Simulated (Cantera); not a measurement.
A perfectly stirred reactor is fed with CH4 : N2 = 1 : 55 (molar parts), at 0.0267 bar; it is held at 2000 K, and followed from long to short residence time.

Detailed kinetics in Cantera: GRI-Mech 3.0 (53 species, 325 reactions). GRI-Mech 3.0 stops at C3 and has no aromatics, soot or wall deposition, so with more carbon than oxygen in the feed, carbon stays in small species such as C2H2 where larger ones or solid carbon would form. Radical loss at walls, strong at low pressure, is not modelled.

### Question
What does this change do: temperature 2000 to 1125 K?

### Answer
```csv
quantity,before,after
x(CH4) at τ = 14.0 s,5.12e-5,0.0179
x(HCN) at τ = 14.0 s,0.00515,<1e-12
x(C2H) at τ = 14.0 s,3.28e-6,<1e-12
x(CH3) at τ = 14.0 s,2.84e-5,8.00e-8
x(CH2) at τ = 14.0 s,1.01e-6,<1e-12
x(CH4) at τ = 43.0 ms,0.00470,0.0179
x(HCN) at τ = 43.0 ms,3.72e-5,<1e-12
x(C2H) at τ = 43.0 ms,1.15e-6,<1e-12
x(CH3) at τ = 43.0 ms,0.000800,4.08e-10
x(CH2) at τ = 43.0 ms,6.64e-6,<1e-12
```
